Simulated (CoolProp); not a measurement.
Properties of fluorine at several states (Tc = 144.4 K, pc = 5.240 MPa, ω = 0.045).

The numbers come from the reference Helmholtz-energy equation of state, de Reuck 1990 in CoolProp.

```csv
T (K),p (MPa),phase,density (kg/m³),cp (kJ/(kg K)),cv (kJ/(kg K)),isothermal compressibility (1/MPa),expansivity (1/kK)
70.5,20,liquid,1632,1.449,0.8970,0.0009267,3.441
70.6,1.41,liquid,1601,1.479,0.8607,0.001131,3.980
280.6,1.11,gas,18.19,0.8278,0.5977,0.9067,3.678
282.6,0.0765,gas,1.238,0.8173,0.5977,13.08,3.546
167.3,0.316,gas,8.741,0.7903,0.5591,3.205,6.222
287.1,0.152,gas,2.421,0.8201,0.5998,6.584,3.497
```
